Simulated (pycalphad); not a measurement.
Source of the numbers: pycalphad with the COST 507 light-alloy database (1999); pressure 1 atm. These are 1990s assessments: newer ones move some temperatures and phases. Not assessed as a whole: an extrapolation from subsystems, which can miss ternary compounds. Phase fractions are per mole of atoms.

Q: Give the equilibrium state of Al-6.094Si-1.693Mg-2.054Mn (wt.%) at 730 K.

A: 
```
T = 730.00 K, P = 101325 Pa, N = 1 mol of atoms
G = -27681 J/mol, H = 9960 J/mol, S = 51.56 J/(mol K)  (SER reference)
chemical potentials (J/mol): Al -26468, Si -18646, Mg -58755, Mn -130626
phase             fraction      x(Al)      x(Si)      x(Mg)      x(Mn)
FCC_A1              0.8776     0.9921     0.0049     0.0029      5e-05
ALMNSI_ALPHA        0.0584     0.7006     0.1255       none     0.1739
DIAMOND_A4          0.0393   6.46e-08     1.0000       none       none
MG2SI               0.0247       none     0.3333     0.6667       none
```

Q: Give the equilibrium state of Al-6.094Si-1.693Mg-2.054Mn (wt.%) at 850 K.

A: FCC_A1, fraction 0.513, with 1.1 Si, 0.53 Mg, 0.08 Mn wt.%; LIQUID, fraction 0.432, with 11.2 Si, 3.3 Mg, 0.24 Mn wt.%; ALMNSI_ALPHA, fraction 0.055, with 11.0 Si, no Mg, 29.9 Mn wt.%.

Database names, with the compositions (at.%) that they take in these runs: ALMNSI_ALPHA: Al 70-72 Mn 17 Si 10-13; MG2SI: Mg 67 Si 33. FCC_A1 is fcc; DIAMOND_A4 is diamond (Si). An entry "none" or "no" means that the model of the phase leaves that element out.
